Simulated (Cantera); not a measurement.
Charge: 1 mol Si₃N₄, 5.5 mol H₂, held at 0.105 Torr.

Cantera equilibrium calculation (NASA polynomials, part measured and part estimated; ideal gas, pure solids and liquids). Candidate condensed phases: Si, Si₃N₄; 18 gas species. Gases not in the tables: Si₂H₆ and higher silanes. The numbers say what is thermodynamically allowed, not how fast it happens.

Problem. Which condensed phases are stable at each of these points (T (°C)): 1402, 1452, 1502, 1552, 1602, 1652, 1702?

Solution. 
```json
[
 {"T (°C)": "1402", "condensed phases": "Si(s)", "Si condensed (%)": "99.2"},
 {"T (°C)": "1452", "condensed phases": "Si(l)", "Si condensed (%)": "98.1"},
 {"T (°C)": "1502", "condensed phases": "Si(l)", "Si condensed (%)": "95.8"},
 {"T (°C)": "1552", "condensed phases": "Si(l)", "Si condensed (%)": "91.1"},
 {"T (°C)": "1602", "condensed phases": "Si(l)", "Si condensed (%)": "81.6"},
 {"T (°C)": "1652", "condensed phases": "Si(l)", "Si condensed (%)": "61.8"},
 {"T (°C)": "1702", "condensed phases": "Si(l)", "Si condensed (%)": "17.4"}
]
```

At 1402 °C the condensed part is Si(s). From 1452 °C to 1702 °C the condensed part is Si(l).
